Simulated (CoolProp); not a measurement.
Vapour-liquid equilibrium of n-heptane (1) + o-xylene (2) at 162.45 °C; x and y are mole fractions of (1).

Values from CoolProp's multi-fluid Helmholtz-energy mixture model, Span 2003 and Zhou 2012; pair parameters Bell 2016.

```
x      bubble pressure, mixture model (MPa)  bubble pressure, Raoult's law (MPa)  y, mixture model  y, Raoult's law
-----  ------------------------------------  -----------------------------------  ----------------  ---------------
0.05                                      …                               0.1761             0.157            0.138
0.125                                0.2126                               0.2005             0.324            0.303
0.2                                  0.2410                               0.2249             0.444            0.432
0.275                                0.2674                               0.2494             0.536            0.535
0.35                                 0.2923                               0.2738             0.610            0.621
0.425                                0.3160                               0.2983                 …            0.692
0.5                                  0.3389                               0.3227             0.726            0.752
0.575                                     …                               0.3471             0.774            0.804
0.65                                 0.3831                               0.3716             0.819            0.849
0.725                                0.4048                               0.3960             0.860            0.889
0.8                                  0.4266                               0.4204             0.900            0.924
0.875                                0.4485                               0.4449             0.938            0.955
0.95                                 0.4706                               0.4693             0.975            0.983
```

**Question.** Fill in the missing entries.

**Answer.** 
- 0.05, bubble pressure, mixture model (MPa): 0.1819
- 0.425, y, mixture model: 0.672
- 0.575, bubble pressure, mixture model (MPa): 0.3612

The largest gap from Raoult's law is +7.2 % in bubble pressure, at x = 0.275. No azeotrope shows between x = 0.05 and 0.95.

The pair parameters rest on a limited set of measurements; away from them the model extrapolates.
